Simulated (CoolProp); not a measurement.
The numbers come from the reference Helmholtz-energy equation of state, Thol 2015 in CoolProp.

**Question.** For octamethylcyclotetrasiloxane (D4), give the phase and the cv (kJ/(kg K)), Joule-Thomson coefficient (K/MPa) at 620 K and 0.0251 MPa; 620 K and 0.674 MPa.

**Answer.** 
- 620 K and 0.0251 MPa: gas; cv 2.01, Joule-Thomson coefficient 7.07
- 620 K and 0.674 MPa: gas; cv 2.03, Joule-Thomson coefficient 9.11
